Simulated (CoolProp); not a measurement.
c-C4F8 (RC318) along the isobar 11 MPa: Z from the reference equation and from simpler models built on Tc = 388.4 K, pc = 2.778 MPa, ω = 0.355; each cubic takes its own stable root.

Values from CoolProp's reference Helmholtz-energy equation of state, Platzer 1990. This equation is an older, rougher fit; its heat capacities, sound speeds and derivatives of the liquid may be far off and weren't checked against measurements.

```json
[
 {"T (K)": "383", "phase": "liquid", "reference": "0.5518"},
 {"T (K)": "399.7", "phase": "supercritical", "reference": "0.5608"},
 {"T (K)": "416.4", "phase": "supercritical", "reference": "0.5753"},
 {"T (K)": "433.1", "phase": "supercritical", "reference": "0.5960"},
 {"T (K)": "449.9", "phase": "supercritical", "reference": "0.6235"},
 {"T (K)": "466.6", "phase": "supercritical", "reference": "0.6566"},
 {"T (K)": "483.3", "phase": "supercritical", "reference": "0.6937"},
 {"T (K)": "500", "phase": "supercritical", "reference": "0.7323"}
]
```

Question: How far does each simpler model (van der Waals, Redlich-Kwong) lie from the reference over these 8 states: mean and median of the absolute difference, and the worst?

Answer: 
- van der Waals: mean 18.3 %, median 18.8 %, worst +35.4 % at 383 K and 11 MPa
- Redlich-Kwong: mean 3.8 %, median 4.1 %, worst +6.1 % at 383 K and 11 MPa
